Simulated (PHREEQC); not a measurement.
## Buffer

A solution holds 0.07 mol/kgw H3PO4, 2.05e-05 mol/kgw Na2B4O7 and 0.00315 mol/kgw NaCl, at 45 °C. Closed to the air; pH follows from the charge balance.

Computed with PHREEQC (ion-association model, wateq4f.dat).

This is a speciation only: nothing precipitates in the calculation.

What pH, ionic strength does the model give?

pH 1.77; ionic strength 0.0222 mol/kgw.

In which forms is P present?

H3PO4 73 %, H2PO4- 27 % of the P.

Complexes and solids missing from the database can't appear. H3PO4, which wateq4f.dat lacks, is added to it with the constant of phreeqc.dat. Away from 25 °C the constants follow the database's enthalpies or fits; those with neither stay at their 25 °C values.
